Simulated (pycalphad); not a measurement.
Computed with pycalphad from the COST 507 light-alloy database (1999), at 1 atm. The database dates from 1999; later assessments differ in places, in temperatures and in the compounds included. Amounts are mole fractions of atoms.

Question: Give the equilibrium state of Fe-2.77Si (at.%) at 1330 K.

Answer: FCC_A1, fraction 0.730, with 2.7 Si at.%; BCC_A2, fraction 0.270, with 3.1 Si at.%.

FCC_A1 is fcc; BCC_A2 is bcc.
